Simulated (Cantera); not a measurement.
Charge: 1 mol PbS, a varied amount of H₂, 4.2 mol N₂, held at 2175 K and 110000 Pa.

Equilibrium computed with Cantera from the NASA thermochemical tables; the gas is ideal and each condensed phase is pure. Candidate condensed phases: Pb, PbS, S; 18 gas species. Equilibrium is a limit: real reactors are often held back by kinetics, nucleation or transport.

x: gas mole fraction; nothing condenses.

```json
[
 {"n(H₂) (mol)": "2", "x H₂": "0.253", "x N₂": "0.569", "x PbS": "0.0764", "x Pb": "0.0591", "x H₂S": "0.0138", "x S₂": "0.0186", "x SH": "0.00700"},
 {"n(H₂) (mol)": "3.8", "x H₂": "0.391", "x N₂": "0.458", "x PbS": "0.0567", "x Pb": "0.0523", "x H₂S": "0.0179", "x S₂": "0.0131", "x SH": "0.00730"},
 {"n(H₂) (mol)": "7.1", "x H₂": "0.545", "x N₂": "0.337", "x PbS": "0.0369", "x Pb": "0.0433", "x H₂S": "0.0196", "x S₂": "0.00808", "x SH": "0.00677"},
 {"n(H₂) (mol)": "14", "x H₂": "0.700", "x N₂": "0.217", "x PbS": "0.0195", "x Pb": "0.0321", "x H₂S": "0.0179", "x S₂": "0.00409", "x SH": "0.00547"},
 {"n(H₂) (mol)": "26", "x H₂": "…", "x N₂": "…", "x PbS": "…", "x Pb": "…", "x H₂S": "…", "x S₂": "…", "x SH": "…"},
 {"n(H₂) (mol)": "48", "x H₂": "0.884", "x N₂": "…", "x PbS": "…", "x Pb": "…", "x H₂S": "…", "x S₂": "…", "x SH": "…"},
 {"n(H₂) (mol)": "92", "x H₂": "0.934", "x N₂": "0.0431", "x PbS": "0.00143", "x Pb": "0.00882", "x H₂S": "0.00639", "x S₂": "0.000293", "x SH": "0.00169"},
 {"n(H₂) (mol)": "170", "x H₂": "0.961", "x N₂": "0.0239", "x PbS": "0.000498", "x Pb": "0.00519", "x H₂S": "0.00389", "x S₂": "0.000102", "x SH": "0.00101"},
 {"n(H₂) (mol)": "330", "x H₂": "0.977", "x N₂": "0.0125", "x PbS": "0.000148", "x Pb": "0.00283", "x H₂S": "0.00216", "x S₂": "3.06e-5", "x SH": "0.000558"}
]
```

Some entries are withheld; supply them.


- 48, x N₂: 0.0786
- 48, x PbS: 0.00399
- 48, x Pb: 0.0147
- 48, x H₂S: 0.0101
- 48, x S₂: 0.000816
- 48, x SH: 0.00274
- 26, x H₂: 0.810
- 26, x N₂: 0.134
- 26, x PbS: 0.00936
- 26, x Pb: 0.0225
- 26, x H₂S: 0.0142
- 26, x S₂: 0.00193
- 26, x SH: 0.00404
